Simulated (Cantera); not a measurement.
Input: 1 mol TiO2, 5.9 mol CO, a varied amount of H2, equilibrated at 1948 K and 200000 Pa.

Method: chemical equilibrium by Gibbs-energy minimisation in Cantera with the NASA 1993 tables (ideal gas, pure condensed phases). Candidate condensed phases: C, C6H6, C7H8, C8H18, H2O, Ti, TiC, TiO, TiO2, Ti2O3, Ti3O5, Ti4O7; 113 gas species. Kinetics and transport are ignored.

Question: At 3.7 mol H2, list the 5 most abundant gas species with their mole fractions, and the condensed phases.

Answer: CO 0.605, H2 0.360, H2O 0.0251, CO2 0.00961, H 0.000479. Condensed: Ti3O5(s).
